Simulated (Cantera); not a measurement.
**Boron, boron nitride and boron oxide: B₂O₃ + H₂O + H₂**

Charge: 1 mol B₂O₃, 0.55 mol H₂O, 0.34 mol H₂, held at 1.60 mbar.

Cantera equilibrium calculation (NASA polynomials, part measured and part estimated; ideal gas, pure solids and liquids). Candidate condensed phases: B, B₂O₃, B₃O₃H₃, H₂O; 23 gas species. The numbers say what is thermodynamically allowed, not how fast it happens.

From 1925 K to 2325 K nothing is condensed. The main B-bearing gas is B₂O₃ throughout.

| T (K) | log p HBO₂ | log p B₂O₃ | log p H₂ | log p H | log p H₂O | log p BO | log p BO₂ | log p OH |
|---|---|---|---|---|---|---|---|---|
| 1925 | -3.14 | -3.33 | -3.57 | -4.81 | -3.98 | -5.14 | -5.35 | -6.28 |
| 1975 | -3.15 | -3.33 | -3.58 | -4.65 | -3.96 | -4.96 | -5.16 | -6.05 |
| 2025 | -3.16 | -3.33 | -3.59 | -4.51 | -3.94 | -4.79 | -4.97 | -5.84 |
| 2075 | -3.17 | -3.34 | -3.61 | -4.38 | -3.92 | -4.64 | -4.80 | -5.64 |
| 2125 | -3.18 | -3.35 | -3.63 | -4.25 | -3.91 | -4.49 | -4.63 | -5.44 |
| 2175 | -3.19 | -3.36 | -3.65 | -4.14 | -3.90 | -4.35 | -4.47 | -5.26 |
| 2225 | -3.21 | -3.37 | -3.68 | -4.03 | -3.89 | -4.22 | -4.32 | -5.08 |
| 2275 | -3.24 | -3.40 | -3.71 | -3.92 | -3.89 | -4.10 | -4.18 | -4.92 |
| 2325 | -3.27 | -3.43 | -3.74 | -3.83 | -3.90 | -3.99 | -4.06 | -4.77 |
log p: log10 of the partial pressure in bar; nothing condenses.
